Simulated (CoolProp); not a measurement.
Vapour-liquid equilibrium of neopentane (1) + n-pentane (2) at 350.9 K; x and y are mole fractions of (1).

Model: multi-fluid Helmholtz-energy mixture model, Lemmon 2006 and Thol 2019; pair parameters Bell 2016, in CoolProp.

| x | bubble pressure (bar) | y at the bubble point | dew pressure at overall composition x (bar) | liquid density (mol/L) |
|---|---|---|---|---|
| 0.05 | 3.650 | 0.090 | ? | 7.793 |
| 0.15 | 3.999 | 0.247 | 3.777 | 7.732 |
| 0.25 | 4.348 | 0.381 | 4.005 | 7.671 |
| 0.35 | 4.698 | 0.497 | 4.262 | 7.610 |
| 0.45 | 5.049 | ? | 4.550 | 7.548 |
| 0.55 | 5.400 | ? | 4.877 | ? |
| 0.65 | 5.753 | 0.768 | 5.248 | 7.422 |
| 0.75 | ? | 0.841 | ? | 7.357 |
| 0.85 | 6.465 | 0.908 | 6.154 | 7.292 |
| 0.95 | 6.827 | 0.970 | 6.706 | 7.225 |

Task: Some entries are withheld; supply them.

Result: 
- 0.05, dew pressure at overall composition x (bar): 3.571
- 0.45, y at the bubble point: 0.598
- 0.55, y at the bubble point: 0.688
- 0.55, liquid density (mol/L): 7.485
- 0.75, bubble pressure (bar): 6.108
- 0.75, dew pressure at overall composition x (bar): 5.671

No azeotrope shows between x = 0.05 and 0.95.

Pair parameters are fitted to limited data, so mixtures are less certain than the pure fluids.
